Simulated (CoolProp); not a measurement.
Vapour-liquid equilibrium of carbon dioxide (1) + CH2F2 (R32) (2) at 252.8 K; x and y are mole fractions of (1).

Computed with CoolProp (multi-fluid Helmholtz-energy mixture model, Span 1996 and Tillner-Roth 1997; pair parameters Bell 2016).

Problem. Give the bubble pressure and the first vapour's composition at x = 0.05, 0.15, 0.25. Is there an azeotrope?

Solution. x = 0.05: 0.4763 MPa, y = 0.186; x = 0.15: 0.6299 MPa, y = 0.430; x = 0.25: 0.7843 MPa, y = 0.582. No azeotrope shows between x = 0.05 and 0.95.

The pair parameters rest on a limited set of measurements; away from them the model extrapolates.
